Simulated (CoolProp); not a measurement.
Properties of nitrous oxide along the isotherm -0.95 °C (Tc = 36.4 °C, pc = 7245 kPa, ω = 0.161).

Values from CoolProp's reference Helmholtz-energy equation of state, Lemmon 2006. It is a short technical equation, of lower accuracy than the large ones.

```
p (kPa)   phase  cp (kJ/(kg K))  isothermal compressibility (1/MPa)  expansivity (1/kK)
-------  ------  --------------  ----------------------------------  ------------------
4020     liquid             ___                            0.007801                 ___
8050     liquid           2.036                            0.005925               4.817
12100    liquid           1.937                            0.004826               4.197
16100    liquid           1.869                            0.004104                 ___
20100    liquid           1.817                            0.003583               3.452
24100    liquid           1.777                            0.003187               3.202
28200    liquid           1.744                                 ___               2.994
32200    liquid           1.718                            0.002617                 ___
36200    liquid           1.695                                 ___               2.682
```

Question: Some entries are withheld; supply them.

Answer: 
- 4020, cp (kJ/(kg K)): 2.196
- 4020, expansivity (1/kK): 5.821
- 16100, expansivity (1/kK): 3.771
- 28200, isothermal compressibility (1/MPa): 0.002868
- 32200, expansivity (1/kK): 2.826
- 36200, isothermal compressibility (1/MPa): 0.002408
